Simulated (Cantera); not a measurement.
Thermodynamics of boron, boron nitride and boron oxide, feed BCl3 + N2 + H2

Charge: 1 mol BCl3, 14 mol N2, 20 mol H2, held at 1500 Pa.

These are equilibrium values from Cantera (NASA tables, ideal gas, pure condensed phases), not measurements of a reactor. Candidate condensed phases: B, BN, NH4Cl; 21 gas species. N2 is the only nitrogen source here; it is nearly inert below about 1500 K, so the nitride shown seldom forms there in practice. The tables' values for BCl, BCl2, BH2 are old estimates; treat these amounts as uncertain. Kinetics and transport are ignored.

From 1198 K to 2023 K the condensed part is BN(s).

```
T (K)   x H2   x N2   x HCl       x H     x BCl      x Cl  n BN(s)
-----  -----  -----  ------  --------  --------  --------  -------
1198   0.529  0.386  0.0857   1.13e-6  1.29e-11   1.59e-7    1.000
1273   0.529  0.386  0.0857   4.23e-6  2.24e-10   5.83e-7    1.000
1348   0.529  0.386  0.0857   1.37e-5   2.82e-9   1.86e-6    1.000
1423   0.529  0.386  0.0857   3.94e-5   2.71e-8   5.24e-6    1.000
1498   0.528  0.386  0.0857  0.000102   2.06e-7   1.33e-5    1.000
1573   0.528  0.386  0.0857  0.000241   1.29e-6   3.11e-5    1.000
1648   0.528  0.386  0.0856  0.000528   6.84e-6   6.72e-5    1.000
1723   0.528  0.385  0.0855   0.00108   3.11e-5  0.000136    0.999
1798   0.527  0.385  0.0852   0.00209  0.000124  0.000258    0.995
1873   0.526  0.385  0.0845   0.00382  0.000443  0.000465    0.983
1948   0.524  0.384  0.0830   0.00668   0.00141  0.000793    0.948
2023   0.520  0.384  0.0793    0.0112   0.00401   0.00127    0.853
```
x: gas mole fraction; n: condensed amount in mol.
